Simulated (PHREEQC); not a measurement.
## Buffer (model solution)

Make-up at 25 °C: 0.29 mol NaHSO4, 0.0031 mol NH3 and 0.025 mol KCl per kg of water. Closed to the air; pH follows from the charge balance.

Model: ion-association model, phreeqc.dat, run in PHREEQC.

Each row changes one thing in this solution. No solid was allowed to form.

```csv
case,pH,ionic strength (mol/kgw),K+ (mol/kgw),NH4+ (mol/kgw),SI of Sylvite (KCl)
as made,1.09,0.478,0.0225,0.00263,-4.52
0.04 mol/kgw Na2SO4 added,1.14,0.557,0.0221,0.00258,-4.55
temperature from 25 to 50 °C,1.19,0.442,0.0222,0.00273,-4.65
diluted 2-fold with water,1.33,0.259,0.0115,0.00134,-5.06
0.0068 mol/kgw HBr added,1.08,0.481,0.0226,0.00264,-4.52
0.019 mol/kgw TMAH added,1.14,0.491,0.0223,0.00261,-4.53
NaHSO4 left out,10.35,0.0253,0.0250,0.000264,-4.24
diluted 5-fold with water,1.62,0.116,0.00470,0.000556,-5.77
```

Away from 25 °C the constants follow the database's enthalpies or fits; those with neither stay at their 25 °C values.
